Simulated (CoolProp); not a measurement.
Vapour-liquid equilibrium of methanol (1) + water (2) at 337.5 K; x and y are mole fractions of (1).

Model: multi-fluid Helmholtz-energy mixture model, de Reuck 1993 and Wagner 2002; pair parameters Bell 2016, in CoolProp.

### Question
Give the bubble pressure and the first vapour's composition at x = 0.2, 0.35, 0.95. Is there an azeotrope?

### Answer
x = 0.2: 0.04729 MPa, y = 0.571; x = 0.35: 0.05987 MPa, y = 0.711; x = 0.95: 0.09768 MPa, y = 0.980. No azeotrope shows between x = 0.05 and 0.95.

The pair parameters rest on a limited set of measurements; away from them the model extrapolates.
